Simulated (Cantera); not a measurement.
Charge: 1 mol SiH₂Cl₂, 0.51 mol HCl, 56 mol N₂, 0.0042 mol H₂, equilibrated at 100 Torr.

These are equilibrium values from Cantera (NASA tables, ideal gas, pure condensed phases), not measurements of a reactor. Candidate condensed phases: NH₄Cl, Si, Si₃N₄; 28 gas species. N₂ is the only nitrogen source here; it is nearly inert below about 1500 K, so the nitride shown seldom forms there in practice. The tables' values for SiCl₃ are old estimates; treat these amounts as uncertain. Rates play no part.

log p: log10 of the partial pressure in bar; n: condensed amount in mol.

```tsv
T (K)	log p N₂	log p HCl	log p H₂	log p SiCl₂	log p SiCl₄	log p SiCl₃	n Si₃N₄(s)
825	-0.89	-2.43	-2.98	-11.18	-3.29	-8.21	0.259
975	-0.89	-2.39	-3.05	-8.46	-3.36	-6.63	0.270
1125	-0.89	-2.37	-3.10	(withheld)	(withheld)	-5.49	0.277
1275	-0.89	-2.36	-3.14	-4.98	-3.47	-4.63	0.279
1425	-0.89	-2.37	-3.13	(withheld)	(withheld)	-4.05	0.267
1575	-0.89	-2.42	-3.01	-3.18	-4.20	-3.90	0.210
1725	-0.89	-2.55	-2.83	-2.87	-5.16	-4.15	0.127
```

Some entries are withheld; supply them.


- 1125, log p SiCl₂: -6.48
- 1125, log p SiCl₄: -3.41
- 1425, log p SiCl₂: -3.86
- 1425, log p SiCl₄: -3.64
